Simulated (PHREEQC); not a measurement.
0.25 g of hydrous ferric oxide (600 m²/g; 0.2 weak and 0.005 strong sites per Fe, Dzombak-Morel constants, diffuse double layer) in 1 kg of water with 0.001 mol/kgw of an inert sodium salt and 0.0011 mol/kgw H3BO3 and 0.00016 mol/kgw SrCl2, at 25 °C; the pH is set by adding NaOH or the inert anion's acid. Oxygen is held at 0.21 atm. No CO2 enters from the air. Nothing may precipitate in this run.

Computed with PHREEQC (ion-association model, wateq4f.dat).

Problem. Predict surface charge σ (C/m²), surface potential ψ (mV) at pH = 5, 5.5, 6, 6.5, 9.5.

Solution. 
```json
[
 {"pH": "5", "surface charge σ (C/m²)": "0.059", "surface potential ψ (mV)": "167"},
 {"pH": "5.5", "surface charge σ (C/m²)": "0.037", "surface potential ψ (mV)": "143"},
 {"pH": "6", "surface charge σ (C/m²)": "0.022", "surface potential ψ (mV)": "118"},
 {"pH": "6.5", "surface charge σ (C/m²)": "0.013", "surface potential ψ (mV)": "91"},
 {"pH": "9.5", "surface charge σ (C/m²)": "-0.007", "surface potential ψ (mV)": "-53"}
]
```
